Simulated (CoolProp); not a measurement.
Computed with CoolProp (reference Helmholtz-energy equation of state, Lemmon 2005). It is a short technical equation, of lower accuracy than the large ones.

For 1-butene, give the phase and the speed of sound (m/s) at 382.5 K and 0.101 MPa; 392.2 K and 0.101 MPa.


- 382.5 K and 0.101 MPa: gas; speed of sound 246
- 392.2 K and 0.101 MPa: gas; speed of sound 249
